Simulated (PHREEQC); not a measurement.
Consider water at 83 °C with 0.15 mol/kgw NH4HF2, 0.0023 mol/kgw H2SiF6 and 0.007 mol/kgw HCl. Closed to the air; pH follows from the charge balance.

All values are PHREEQC results (ion-association model, phreeqc.dat), not measurements.

```json
[
 {"quantity": "pH", "before": "3.41", "after": "2.94"},
 {"quantity": "ionic strength (mol/kgw)", "before": "0.153", "after": "0.154"},
 {"quantity": "HF (mol/kgw)", "before": "0.116", "after": "0.117"},
 {"quantity": "F- (mol/kgw)", "before": "0.0934", "after": "0.0967"},
 {"quantity": "HF2- (mol/kgw)", "before": "0.0455", "after": "0.0432"}
]
```

Question: Name the change that produced these shifts.
A) temperature from 83 to 25 °C
B) NH4HF2 from 0.15 to 0.015 mol/kgw
C) temperature from 83 to 70 °C
D) NH4HF2 from 0.15 to 0.135 mol/kgw
E) H2SiF6 left out

Answer: A, temperature from 83 to 25 °C

No solid was allowed to form. Away from 25 °C the constants follow the database's enthalpies or fits; those with neither stay at their 25 °C values. SiF6-2 is the database's only silicon fluoride.
